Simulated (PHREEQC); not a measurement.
Phosphoric acid bath: an equilibrium model

Dissolve 0.078 mol/kgw KH2PO4, 0.00011 mol/kgw HF and 2.1e-07 mol/kgw H4SiO4 at 60 °C. Closed to the air; pH follows from the charge balance.

The numbers come from PHREEQC with the ion-association model, phreeqc.dat.

```yaml
pH: 4.47
ionic_strength: 0.0784 mol/kgw
specific_conductance: 13200 µS/cm
density: 0.990 g/cm³
total_alkalinity: -0.110 meq/kg
```

| species | molality | activity | log γ |
|---|---|---|---|
| K+ | 0.0780 | 0.0600 | -0.114 |
| H2PO4- | 0.0772 | 0.0611 | -0.102 |
| H3PO4 | 0.000432 | 0.000440 | 0.008 |
| HPO4-2 | 0.000351 | 0.000134 | -0.416 |
| F- | 0.000102 | 7.85e-5 | -0.115 |
| H+ | 4.07e-5 | 3.36e-5 | -0.083 |
| KHPO4- | 1.99e-5 | 1.57e-5 | -0.102 |
| HF | 7.62e-6 | 7.75e-6 | 0.008 |
| H4SiO4 | 2.10e-7 | 2.14e-7 | 0.008 |
| OH- | 3.73e-9 | 2.86e-9 | -0.115 |

This is a speciation only: nothing precipitates in the calculation. Away from 25 °C the constants follow the database's enthalpies or fits; those with neither stay at their 25 °C values. SiF6-2 is the database's only silicon fluoride.
